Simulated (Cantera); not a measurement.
Feed: 1 mol CsCl, 0.02 mol HCl, 50 mol H₂, equilibrated at 0.100 bar.

These are equilibrium values from Cantera (NASA tables, ideal gas, pure condensed phases), not measurements of a reactor. Candidate condensed phases: Cs, CsCl; 9 gas species. Kinetics and transport are ignored.

### Question
What share of the Cs ends up in condensed phases as a function of T (°C), at 552, 577, 602, 627, 652, 677, 702, 727, 752, 777, 802, 827, 852?

### Answer
```
T (°C)  Cs condensed (%)       as
------  ----------------  -------
552                 99.3  CsCl(s)
577                 98.4  CsCl(s)
602                 96.4  CsCl(s)
627                 92.6  CsCl(s)
652                 85.6  CsCl(l)
677                 74.5  CsCl(l)
702                 56.4  CsCl(l)
727                 27.6  CsCl(l)
752                  0.0        -
777                  0.0        -
802                  0.0        -
827                  0.0        -
852                  0.0        -
```
